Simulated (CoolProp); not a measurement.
Vapour-liquid equilibrium of R124 (1) + R142b (2) at 0.365 bar; x and y are mole fractions of (1).

Computed with CoolProp (multi-fluid Helmholtz-energy mixture model, de Vries 1995 and Lemmon 2006; pair parameters Bell 2016).

| x | bubble temperature, mixture model (°C) | bubble temperature, Raoult's law (°C) | y, mixture model | y, Raoult's law |
|---|---|---|---|---|
| 0.05 | -31.9 | -31.9 | 0.053 | 0.055 |
| 0.15 | -32.0 | -32.1 | 0.157 | 0.164 |
| 0.25 | -32.1 | -32.4 | 0.260 | 0.271 |
| 0.35 | -32.2 | -32.6 | 0.364 | 0.375 |
| 0.45 | -32.3 | -32.8 | 0.469 | 0.477 |
| 0.55 | -32.5 | -33.0 | 0.573 | 0.576 |
| 0.65 | -32.7 | -33.2 | 0.676 | 0.674 |
| 0.75 | -33.0 | -33.4 | 0.776 | 0.770 |
| 0.85 | -33.3 | -33.6 | 0.872 | 0.863 |
| 0.95 | -33.7 | -33.8 | 0.960 | 0.955 |

The largest gap from Raoult's law is +0.5 K in bubble temperature, at x = 0.55. No azeotrope shows between x = 0.05 and 0.95.

The pair parameters rest on a limited set of measurements; away from them the model extrapolates.
